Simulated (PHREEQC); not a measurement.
Consider water at 25 °C with 0.15 mol/kgw KHCO3 and 7.1e-05 mol/kgw KOH. Closed to the air; pH follows from the charge balance.

Computed with PHREEQC (ion-association model, wateq4f.dat).

Problem. The ionic strength comes out as 0.152 mol/kgw. What activity coefficients do CO3-2, K+, HCO3-, OH- get?

Solution. CO3-2 0.34, K+ 0.73, HCO3- 0.76, OH- 0.73.

Precipitation was switched off in this run.
